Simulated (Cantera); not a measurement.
What does this Cantera script print?

```python
import numpy as np
import cantera as ct

gas_names = """
    F FO FO2 F2 F2O O O2 O3 Si SiF SiF2 SiF3 SiF4 SiO SiO2 Si2 Si3
""".split()
cond_names = """
    Si(cr) Si(L) SiO2(Lqz) SiO2(hqz) SiO2(L)
""".split()


# ... load() reads the species with a 1 bar reference pressure and builds the phases ...
atoms = {
    'SiF4': {'Si': 1, 'F': 4},
    'O2': {'O': 2},
}
top_T = {}  # K; cautious upper limits of use, not melting points


# ... equilibrate(T, P, feed) seeds the gas with the atoms and calls Mixture.equilibrate('TP', solver="vcs", rtol=1e-11, max_steps=5000) ...
results = []
T = 1823.15  # K
P = 5  # Pa
for m in [0.2, 0.31, 0.47, 0.71, 1.1, 1.6, 2.5, 3.8, 5.8, 8.8, 13, 20]:
    feed = {'SiF4': 1, 'O2': m}  # mol
    mix = equilibrate(T, P, feed)
    results.append((T, P, feed, dict(zip(mix.species_names, mix.species_moles))))
    x = sorted(zip(gas.X, gas.species_names), reverse=True)
    print(f"T = {T:g} K  P = {P:g} Pa  n(O2) = {m:g} mol  gas = {mix.phase_moles(0):.4g} mol")
    print("   x: " + "  ".join(f"{s} {v:.3e}" for v, s in x if v > 0.001))
    print("   condensed (mol): " + ("  ".join(f"{mix.phase(i).name} {mix.phase_moles(i):.4g}"
          for i in range(1, mix.n_phases) if mix.phase_moles(i) > 1e-12) or "none"))
```

Result:

```
T = 1823.15 K  P = 5 Pa  n(O2) = 0.2 mol  gas = 1.21 mol
   x: SiF4 8.226e-01  O2 1.608e-01  O 8.568e-03  F 4.319e-03  SiF3 3.399e-03
   condensed (mol): none
T = 1823.15 K  P = 5 Pa  n(O2) = 0.31 mol  gas = 1.322 mol
   x: SiF4 7.529e-01  O2 2.292e-01  O 1.023e-02  F 4.251e-03  SiF3 3.161e-03
   condensed (mol): none
T = 1823.15 K  P = 5 Pa  n(O2) = 0.47 mol  gas = 1.485 mol
   x: SiF4 6.703e-01  O2 3.104e-01  O 1.190e-02  F 4.149e-03  SiF3 2.884e-03
   condensed (mol): none
T = 1823.15 K  P = 5 Pa  n(O2) = 0.71 mol  gas = 1.728 mol
   x: SiF4 5.757e-01  O2 4.038e-01  O 1.358e-02  F 4.009e-03  SiF3 2.563e-03
   condensed (mol): none
T = 1823.15 K  P = 5 Pa  n(O2) = 1.1 mol  gas = 2.124 mol
   x: O2 5.101e-01  SiF4 4.683e-01  O 1.526e-02  F 3.820e-03  SiF3 2.188e-03
   condensed (mol): none
T = 1823.15 K  P = 5 Pa  n(O2) = 1.6 mol  gas = 2.631 mol
   x: O2 5.997e-01  SiF4 3.778e-01  O 1.654e-02  F 3.631e-03  SiF3 1.858e-03
   condensed (mol): none
T = 1823.15 K  P = 5 Pa  n(O2) = 2.5 mol  gas = 3.543 mol
   x: O2 6.965e-01  SiF4 2.803e-01  O 1.783e-02  F 3.383e-03  SiF3 1.479e-03
   condensed (mol): none
T = 1823.15 K  P = 5 Pa  n(O2) = 3.8 mol  gas = 4.859 mol
   x: O2 7.723e-01  SiF4 2.041e-01  O 1.877e-02  F 3.142e-03  SiF3 1.160e-03
   condensed (mol): none
T = 1823.15 K  P = 5 Pa  n(O2) = 5.8 mol  gas = 6.885 mol
   x: O2 8.324e-01  SiF4 1.439e-01  O 1.949e-02  F 2.899e-03
   condensed (mol): none
T = 1823.15 K  P = 5 Pa  n(O2) = 8.8 mol  gas = 9.923 mol
   x: O2 8.766e-01  SiF4 9.961e-02  O 2.000e-02  F 2.669e-03
   condensed (mol): none
T = 1823.15 K  P = 5 Pa  n(O2) = 13 mol  gas = 14.17 mol
   x: O2 9.066e-01  SiF4 6.955e-02  O 2.034e-02  F 2.465e-03
   condensed (mol): none
T = 1823.15 K  P = 5 Pa  n(O2) = 20 mol  gas = 21.26 mol
   x: O2 9.301e-01  SiF4 4.620e-02  O 2.060e-02  F 2.255e-03
   condensed (mol): none
```

Method: chemical equilibrium by Gibbs-energy minimisation in Cantera with the NASA 1993 tables (ideal gas, pure condensed phases). The tables' values for SiF3, SiO2 are old estimates; treat these amounts as uncertain.
